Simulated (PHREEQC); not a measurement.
Buffer (model solution)

Solution (55 °C): 0.15 mol/kgw NaHSO4, 0.002 mol/kgw Na2B4O7 and 0.0018 mol/kgw NaCl. Closed to the air; pH follows from the charge balance.

Model: Pitzer model, pitzer.dat, run in PHREEQC.

This is a speciation only: nothing precipitates in the calculation.

Question: Estimate the pH.

Answer: pH 1.49.

Question: In which forms is S present?

Answer: HSO4- 66 %, SO4-2 34 % of the S.

Away from 25 °C the constants follow the database's enthalpies or fits; those with neither stay at their 25 °C values.
